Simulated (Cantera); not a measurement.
**Adiabatic ignition**

An adiabatic, constant-volume homogeneous reactor starts with 7.84 % CH₄, 19.4 % O₂, 72.8 % N₂, at 1823 K and 825 Torr.

Computed with Cantera and GRI-Mech 3.0 (53 species, 325 reactions).

| t (s) | T (K) | P (bar) | x CH₄ | x O₂ | x C₂H | x HO₂ | x H₂O |
|---|---|---|---|---|---|---|---|
| 3.00e-6 | 1823 | 1.10 | 0.0784 | 0.194 | <1e-12 | 4.58e-6 | 1.07e-5 |
| 7.17e-6 | 1822 | 1.10 | 0.0783 | 0.194 | <1e-12 | 1.05e-5 | 3.78e-5 |
| 1.72e-5 | 1822 | 1.10 | 0.0780 | 0.194 | <1e-12 | 2.29e-5 | 0.000165 |
| 4.10e-5 | 1824 | 1.10 | 0.0761 | 0.193 | 1.91e-11 | 5.93e-5 | 0.00125 |
| 9.81e-5 | 2782 | 1.78 | <1e-12 | 0.0496 | <1e-12 | 1.08e-5 | 0.106 |
| 0.000235 | 2940 | 1.86 | <1e-12 | 0.0456 | <1e-12 | 1.50e-5 | 0.114 |
| 0.000561 | 2932 | 1.86 | <1e-12 | 0.0424 | <1e-12 | 1.41e-5 | 0.115 |
| 0.00134 | 2928 | 1.85 | <1e-12 | 0.0409 | <1e-12 | 1.36e-5 | 0.115 |
| 0.00321 | 2928 | 1.85 | <1e-12 | 0.0408 | <1e-12 | 1.36e-5 | 0.115 |
| 0.00767 | 2928 | 1.85 | <1e-12 | 0.0408 | <1e-12 | 1.36e-5 | 0.115 |
| 0.0183 | 2928 | 1.85 | <1e-12 | 0.0408 | <1e-12 | 1.36e-5 | 0.115 |
| 0.0439 | 2928 | 1.85 | <1e-12 | 0.0408 | <1e-12 | 1.36e-5 | 0.115 |
| 0.105 | 2928 | 1.85 | <1e-12 | 0.0408 | <1e-12 | 1.36e-5 | 0.115 |
| 0.251 | 2928 | 1.85 | <1e-12 | 0.0408 | <1e-12 | 1.36e-5 | 0.115 |
| 0.600 | 2928 | 1.85 | <1e-12 | 0.0408 | <1e-12 | 1.36e-5 | 0.115 |
x: mole fraction; the columns are a selection and need not sum to one.

```json
{
 "time_of_steepest_temperature_rise": "84.6 µs",
 "temperature at 0.600 s": "2928 K",
 "equilibrium_temperature": "2928 K",
 "x(CH₄) at 0.600 s": "<1e-12 (gas-phase equilibrium <1e-12)",
 "x(O₂) at 0.600 s": "0.0408 (gas-phase equilibrium 0.0408)",
 "x(C₂H) at 0.600 s": "<1e-12 (gas-phase equilibrium <1e-12)"
}
```
